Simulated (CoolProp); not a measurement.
n-undecane along the isobar 2.8 MPa: density (kg/m³) from the reference equation and from simpler models built on Tc = 365.7 °C, pc = 1.990 MPa, ω = 0.539; each cubic takes its own stable root.

The numbers come from the reference Helmholtz-energy equation of state, Aleksandrov 2011 in CoolProp. It is a short technical equation, of lower accuracy than the large ones.

```csv
T (°C),phase,reference,van der Waals,Soave-Redlich-Kwong,Peng-Robinson
252.55,liquid,553.6,316.9,470.7,531.8
261.15,liquid,544.8,312.9,462.1,522.0
269.75,liquid,535.7,308.7,453.1,511.8
278.25,liquid,526.4,304.4,443.7,501.1
286.85,liquid,516.5,299.9,433.7,489.6
295.45,liquid,506.2,295.2,423.0,477.4
303.95,liquid,495.5,290.4,411.9,464.5
312.55,liquid,484.1,285.3,399.9,450.6
321.15,liquid,471.8,279.9,386.9,435.5
329.75,liquid,458.6,274.3,373.0,419.2
338.25,liquid,444.4,268.4,358.0,401.6
346.85,liquid,428.4,262.0,341.3,381.8
```
